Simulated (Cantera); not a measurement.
A perfectly stirred reactor is fed with H₂ : O₂ : N₂ = 1.6 : 1 : 6.2 (molar parts), equivalence ratio 0.80, at 750 Torr; it is held at 1325 K, and followed from long to short residence time.

Model: the H2/O2 subset of GRI-Mech 3.0, which has no nitrogen chemistry, integrated in Cantera. The temperature is held fixed by assumption; the heat of reaction is taken as removed at once.

Problem. What does this change do: N2 6.2 to 26 parts?

Solution. 
| quantity | before | after |
|---|---|---|
| x(H₂) at τ = 0.960 s | 0.000110 | 8.24e-5 |
| x(O₂) at τ = 0.960 s | 0.0250 | 0.00720 |
| x(H) at τ = 0.960 s | 3.84e-6 | 7.63e-6 |
| x(HO₂) at τ = 0.960 s | 2.40e-6 | 8.97e-7 |
| x(H₂O) at τ = 0.960 s | 0.200 | 0.0574 |
| x(H₂) at τ = 13.0 ms | 0.00180 | 0.00124 |
| x(O₂) at τ = 13.0 ms | 0.0256 | 0.00770 |
| x(H) at τ = 13.0 ms | 0.000270 | 0.000473 |
| x(HO₂) at τ = 13.0 ms | 1.63e-5 | 3.30e-6 |
| x(H₂O) at τ = 13.0 ms | 0.197 | 0.0558 |

Problem. What does this change do: O2 1 to 0.3 parts?

Solution. 
| quantity | before | after |
|---|---|---|
| x(H₂) at τ = 0.960 s | 0.000110 | 0.128 |
| x(O₂) at τ = 0.960 s | 0.0250 | 2.25e-5 |
| x(H) at τ = 0.960 s | 3.84e-6 | 0.000522 |
| x(HO₂) at τ = 0.960 s | 2.40e-6 | 1.47e-8 |
| x(H₂O) at τ = 0.960 s | 0.200 | 0.0769 |
| x(H₂) at τ = 13.0 ms | 0.00180 | 0.126 |
| x(O₂) at τ = 13.0 ms | 0.0256 | 0.000200 |
| x(H) at τ = 13.0 ms | 0.000270 | 0.00433 |
| x(HO₂) at τ = 13.0 ms | 1.63e-5 | 1.31e-7 |
| x(H₂O) at τ = 13.0 ms | 0.197 | 0.0763 |
